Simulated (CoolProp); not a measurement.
Vapour-liquid equilibrium of trans-2-butene (1) + acetone (2) at 0.013 MPa; x and y are mole fractions of (1).

Model: multi-fluid Helmholtz-energy mixture model, Lemmon 2005 and Lemmon 2006; pair parameters Bell 2016, in CoolProp.

```
x     bubble temperature (°C)  y at the bubble point  dew temperature at overall composition x (°C)  liquid density (mol/L)
----  -----------------------  ---------------------  ---------------------------------------------  ----------------------
0.05                    -15.7                  0.719                                            5.5                   14.10
0.2                     -36.0                  0.936                                            [?]                   13.97
0.35                    -40.3                  0.957                                           -1.6                   13.57
0.5                     -41.0                  0.960                                           -6.2                   13.14
0.65                    -41.1                    [?]                                          -12.2                   12.74
0.8                     -41.5                    [?]                                          -20.9                   12.38
0.95                      [?]                  0.984                                          -38.8                   12.09
```

Task: Complete the blanks.

Result: 
- 0.2, dew temperature at overall composition x (°C): 2.2
- 0.65, y at the bubble point: 0.961
- 0.8, y at the bubble point: 0.964
- 0.95, bubble temperature (°C): -42.6

No azeotrope shows between x = 0.05 and 0.95.

Pair parameters are fitted to limited data, so mixtures are less certain than the pure fluids. With so large a gap from Raoult's law the liquid may split in two, which this calculation doesn't test in full.
